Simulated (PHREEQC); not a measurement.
# Nickel, zinc or cadmium bath: an equilibrium model

Solution (25 °C): 0.012 mol NiSO4, 0.022 mol H3BO3 and 0.081 mol FeSO4 per kg of water. Closed to the air; pH follows from the charge balance.

The numbers come from PHREEQC with the ion-association model, wateq4f.dat.

Each row changes one thing in this solution. Precipitation was switched off in this run.

```json
[
 {"case": "as made", "pH": "5.57", "ionic strength (mol/kgw)": "0.204", "SO4-2 (mol/kgw)": "0.0510", "H2BO3- (mol/kgw)": "7.22e-6", "HSO4- (mol/kgw)": "5.35e-6"},
 {"case": "diluted 5-fold with water", "pH": "5.78", "ionic strength (mol/kgw)": "0.0499", "SO4-2 (mol/kgw)": "0.0125", "H2BO3- (mol/kgw)": "1.90e-6", "HSO4- (mol/kgw)": "1.15e-6"},
 {"case": "NiSO4 from 0.012 to 0.024 mol/kgw", "pH": "5.57", "ionic strength (mol/kgw)": "0.227", "SO4-2 (mol/kgw)": "0.0566", "H2BO3- (mol/kgw)": "7.47e-6", "HSO4- (mol/kgw)": "5.70e-6"},
 {"case": "diluted 10-fold with water", "pH": "…", "ionic strength (mol/kgw)": "0.0272", "SO4-2 (mol/kgw)": "0.00681", "H2BO3- (mol/kgw)": "1.13e-6", "HSO4- (mol/kgw)": "5.61e-7"},
 {"case": "NiSO4 left out", "pH": "…", "ionic strength (mol/kgw)": "0.181", "SO4-2 (mol/kgw)": "0.0453", "H2BO3- (mol/kgw)": "6.95e-6", "HSO4- (mol/kgw)": "4.98e-6"},
 {"case": "H3BO3 from 0.022 to 0.011 mol/kgw", "pH": "…", "ionic strength (mol/kgw)": "0.204", "SO4-2 (mol/kgw)": "0.0510", "H2BO3- (mol/kgw)": "4.56e-6", "HSO4- (mol/kgw)": "4.24e-6"},
 {"case": "FeSO4 from 0.081 to 0.405 mol/kgw", "pH": "5.63", "ionic strength (mol/kgw)": "0.791", "SO4-2 (mol/kgw)": "0.198", "H2BO3- (mol/kgw)": "1.18e-5", "HSO4- (mol/kgw)": "1.21e-5"},
 {"case": "FeSO4 left out", "pH": "5.50", "ionic strength (mol/kgw)": "0.0337", "SO4-2 (mol/kgw)": "0.00842", "H2BO3- (mol/kgw)": "4.92e-6", "HSO4- (mol/kgw)": "1.56e-6"},
 {"case": "diluted 100-fold with water", "pH": "6.25", "ionic strength (mol/kgw)": "0.00340", "SO4-2 (mol/kgw)": "0.000851", "H2BO3- (mol/kgw)": "2.41e-7", "HSO4- (mol/kgw)": "3.84e-8"}
]
```

Problem. What belongs in the gaps?

Solution. 
- diluted 10-fold with water, pH: 5.87
- NiSO4 left out, pH: 5.56
- H3BO3 from 0.022 to 0.011 mol/kgw, pH: 5.67

The ionic strength passes 0.7 mol/kgw, the rough limit of the ion-association models, in FeSO4 from 0.081 to 0.405 mol/kgw.
